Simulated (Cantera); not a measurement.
# Transport properties of process gases

Gas mixture: C3H8 = 0.39 (molar parts), at 0.638 Torr, frozen composition.

Cantera's kinetic-theory transport with the Lennard-Jones parameters of GRI-Mech 3.0, ideal gas; thermal conductivity in the mixture-averaged form. The composition is frozen, though it would react at the higher temperatures.

```
T (K)  ρ (kg/m³)  cp (J/kg/K)  μ (µPa s)  λ (mW/m/K)     Pr  D (cm²/s) CH4  D (cm²/s) CH3  D (cm²/s) O
-----  ---------  -----------  ---------  ----------  -----  -------------  -------------  -----------
400      0.00113         2134       10.9        30.7  0.756            255            257          355
600     0.000751         2917       15.5        59.8  0.755            529            534          723
800     0.000564         3512       19.4        90.1  0.757            873            882         1180
1000    0.000451         3960       23.0         120  0.759           1280           1290         1730
1200    0.000376         4267       26.2         148  0.752           1740           1760         2340
1400    0.000322         4523       29.1         176  0.750           2260           2290         3030
1600    0.000282         4734       31.9         201  0.750           2830           2860         3790
```
D: mixture-averaged diffusion coefficient of that species in the mixture.
